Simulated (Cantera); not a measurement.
**Transport properties of process gases**

Gas mixture: 68.3 % C3H8, 31.7 % N2, at 2.37 atm, frozen composition.

Cantera's kinetic-theory transport with the Lennard-Jones parameters of GRI-Mech 3.0, ideal gas; thermal conductivity in the multicomponent form. The composition is frozen, though it would react at the higher temperatures.

```csv
T (K),ρ (kg/m³),cp (J/kg/K),μ (µPa s),λ (mW/m/K),Pr,D (cm²/s) NO,D (cm²/s) H,D (cm²/s) OH
400,2.81,1886,13.0,30.8,0.795,0.0930,0.557,0.143
600,1.88,2498,18.2,56.1,0.810,0.190,1.15,0.290
800,1.41,2968,22.7,82.6,0.814,0.310,1.89,0.474
1000,1.13,3325,26.6,109,0.816,0.453,2.77,0.690
1200,0.938,3570,30.3,133,0.815,0.615,3.77,0.936
1400,0.804,3774,33.6,156,0.815,0.796,4.88,1.21
1600,0.704,3942,36.8,178,0.815,0.994,6.11,1.51
1800,0.625,4078,39.8,199,0.814,1.21,7.44,1.84
2000,0.563,4187,42.7,220,0.813,1.44,8.86,2.19
```
D: mixture-averaged diffusion coefficient of that species in the mixture.
